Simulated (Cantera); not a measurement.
A closed system holds: 1 mol B2H6, 0.52 mol H2O, at 1175 K and 0.120 bar.

Method: chemical equilibrium by Gibbs-energy minimisation in Cantera with the NASA 1993 tables (ideal gas, pure condensed phases). Candidate condensed phases: B, B2O3, B3O3H3, H2O; 23 gas species. The feed counts by its element totals alone. Mutual solubility and eutectic melting of coexisting phases are not modelled. Rates play no part.

Base state: H2 0.998, B3O3H3 0.00235, HBO 0.000110 (mole fractions); condensed: B(s) + B2O3(l).

Task: What changes in the equilibrium state with this change: temperature from 1175 K to 2025 K?

Result: 
```csv
species,before,after
H2,0.998,0.881
HBO,0.000110,0.0835
B2O2,2.79e-7,0.0208
BO,1.79e-9,0.00700
B2O,<1e-9,0.000110
B2O3,3.32e-8,0.00112
"B(s), mol",1.64,1.48
"B2O3(l), mol",0.165,0
```
The tables' values for BH2 are old estimates; treat these amounts as uncertain. Gases not in the tables: B2H6 and higher boranes.
